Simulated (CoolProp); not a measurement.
Vapour-liquid equilibrium of CHF3 (R23) (1) + C2F6 (R116) (2) at -60.65 °C; x and y are mole fractions of (1).

Model: multi-fluid Helmholtz-energy mixture model, Penoncello 2003 and Lemmon 2006; pair parameters Bell 2016, in CoolProp.

```csv
x,bubble pressure (MPa),y at the bubble point,dew pressure at overall composition x (MPa),liquid density (mol/L)
0.05,___,___,0.2475,11.25
0.125,0.3173,0.314,0.2648,11.59
0.2,0.3445,0.399,0.2841,___
0.275,0.3623,___,0.3055,12.35
0.35,0.3737,0.498,0.3287,12.80
0.425,0.3808,0.530,0.3527,13.30
0.5,0.3849,___,0.3743,13.84
0.575,0.3867,0.587,___,14.46
0.65,0.3860,0.616,0.3827,15.14
0.725,0.3824,0.652,0.3688,15.89
0.8,0.3744,0.699,0.3510,___
0.875,0.3590,___,0.3324,17.66
0.95,0.3315,0.878,0.3143,18.69
```

**Question.** Fill in the missing entries.

**Answer.** 
- 0.05, bubble pressure (MPa): 0.2758
- 0.05, y at the bubble point: 0.169
- 0.2, liquid density (mol/L): 11.95
- 0.275, y at the bubble point: 0.456
- 0.5, y at the bubble point: 0.559
- 0.575, dew pressure at overall composition x (MPa): 0.3862
- 0.8, liquid density (mol/L): 16.73
- 0.875, y at the bubble point: 0.767

y crosses x between x = 0.575 and 0.65: the model has an azeotrope there.

Pair parameters are fitted to limited data, so mixtures are less certain than the pure fluids.
